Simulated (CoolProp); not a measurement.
Toluene along the isobar 16.6 MPa: Z from the reference equation and from simpler models built on Tc = 591.7 K, pc = 4.126 MPa, ω = 0.266; each cubic takes its own stable root.

Values from CoolProp's reference Helmholtz-energy equation of state, Lemmon 2006. It is a short technical equation, of lower accuracy than the large ones.

| T (K) | phase | reference | van der Waals | Peng-Robinson |
|---|---|---|---|---|
| 254.6 | liquid | 0.7921 | 1.331 | 0.8022 |
| 266.3 | liquid | 0.7658 | 1.281 | 0.7725 |
| 278 | liquid | 0.7419 | 1.236 | 0.7455 |
| 289.8 | liquid | 0.7200 | 1.195 | 0.7208 |
| 301.5 | liquid | 0.7000 | 1.157 | 0.6985 |
| 313.2 | liquid | 0.6818 | 1.122 | 0.6782 |
| 325 | liquid | 0.6649 | 1.090 | 0.6595 |
| 336.7 | liquid | 0.6496 | 1.060 | 0.6425 |
| 348.4 | liquid | 0.6354 | 1.033 | 0.6271 |
| 360.2 | liquid | 0.6224 | 1.008 | 0.6128 |
| 371.9 | liquid | 0.6105 | 0.9841 | 0.5999 |
| 383.6 | liquid | 0.5995 | 0.9622 | 0.5882 |
| 395.4 | liquid | 0.5894 | 0.9418 | 0.5775 |
| 407.1 | liquid | 0.5803 | 0.9229 | 0.5678 |
| 418.8 | liquid | 0.5719 | 0.9053 | 0.5592 |
| 430.6 | liquid | 0.5643 | 0.8888 | 0.5514 |
